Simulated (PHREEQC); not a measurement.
A solution holds 0.11 mol NiSO4 and 0.044 mol NaCl per kg of water, at 20 °C. It is in equilibrium with CO2 at log p = -3.5 (atm). Otherwise closed; pH follows from the charge balance.

All values are PHREEQC results (ion-association model, wateq4f.dat), not measurements.

No solid was allowed to form.

Order these S species by the share of S that they hold, largest first: NaSO4-, SO4-2, Ni(SO4)2-2, NiSO4.

SO4-2 (54 %), NiSO4 (43 %), NaSO4- (2.8 %), Ni(SO4)2-2 (0.27 %)

The pH is 5.44 and the ionic strength 0.283 mol/kgw.
